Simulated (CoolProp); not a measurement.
Vapour-liquid equilibrium of R22 (1) + R152A (2) at 1810 kPa; x and y are mole fractions of (1).

Model: multi-fluid Helmholtz-energy mixture model, Kamei 1995 and Outcalt 1996; pair parameters Bell 2016, in CoolProp.

```json
[
 {"x": "0.05", "bubble temperature (°C)": "67.2", "y at the bubble point": "0.063", "dew temperature at overall composition x (°C)": "67.4", "liquid density (mol/L)": "11.73"},
 {"x": "0.15", "bubble temperature (°C)": "65.4", "y at the bubble point": "0.185", "dew temperature at overall composition x (°C)": "65.9", "liquid density (mol/L)": "11.84"},
 {"x": "0.25", "bubble temperature (°C)": "63.4", "y at the bubble point": "0.304", "dew temperature at overall composition x (°C)": "64.3", "liquid density (mol/L)": "11.94"},
 {"x": "0.35", "bubble temperature (°C)": "…", "y at the bubble point": "0.417", "dew temperature at overall composition x (°C)": "62.6", "liquid density (mol/L)": "12.05"},
 {"x": "0.45", "bubble temperature (°C)": "59.4", "y at the bubble point": "0.526", "dew temperature at overall composition x (°C)": "60.8", "liquid density (mol/L)": "12.16"},
 {"x": "0.55", "bubble temperature (°C)": "57.2", "y at the bubble point": "0.629", "dew temperature at overall composition x (°C)": "58.9", "liquid density (mol/L)": "12.27"},
 {"x": "0.65", "bubble temperature (°C)": "55.0", "y at the bubble point": "0.725", "dew temperature at overall composition x (°C)": "56.8", "liquid density (mol/L)": "…"},
 {"x": "0.75", "bubble temperature (°C)": "52.7", "y at the bubble point": "0.814", "dew temperature at overall composition x (°C)": "54.4", "liquid density (mol/L)": "12.47"},
 {"x": "0.85", "bubble temperature (°C)": "50.4", "y at the bubble point": "…", "dew temperature at overall composition x (°C)": "51.8", "liquid density (mol/L)": "12.56"},
 {"x": "0.95", "bubble temperature (°C)": "…", "y at the bubble point": "0.967", "dew temperature at overall composition x (°C)": "48.7", "liquid density (mol/L)": "12.65"}
]
```

Q: Fill in the missing entries.

A: 
- 0.35, bubble temperature (°C): 61.4
- 0.65, liquid density (mol/L): 12.37
- 0.85, y at the bubble point: 0.895
- 0.95, bubble temperature (°C): 48.1

No azeotrope shows between x = 0.05 and 0.95.

Pair parameters are fitted to limited data, so mixtures are less certain than the pure fluids.
